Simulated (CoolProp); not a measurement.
Properties of R125 at several states.

Values from CoolProp's reference Helmholtz-energy equation of state, Lemmon 2005.

| T (°C) | p (bar) | phase | density (kg/m³) | Joule-Thomson coefficient (K/MPa) | isothermal compressibility (1/MPa) | conductivity (mW/(m K)) | Prandtl number | fugacity coefficient |
|---|---|---|---|---|---|---|---|---|
| 150.95 | 0.202 | gas | 0.6881 | 4.810 | 49.55 | 24.1 | 0.718 | 0.9991 |
| -48.15 | 143 | liquid | 1555 | -0.3262 | 0.001646 | 98.5 | 5.43 | 0.01226 |
| 124.75 | 42.4 | supercritical | 205.3 | 6.816 | 0.3218 | 25.7 | 0.953 | 0.7873 |
| 165.85 | 4.84 | gas | 16.21 | 4.432 | 2.104 | 25.6 | 0.724 | 0.9820 |
| 107.75 | 7.11 | gas | 28.24 | 6.800 | 1.476 | 20.8 | 0.746 | 0.9557 |

Viscosity comes from a separate model (Huber 2006). Thermal conductivity comes from a separate model (Perkins 2006).
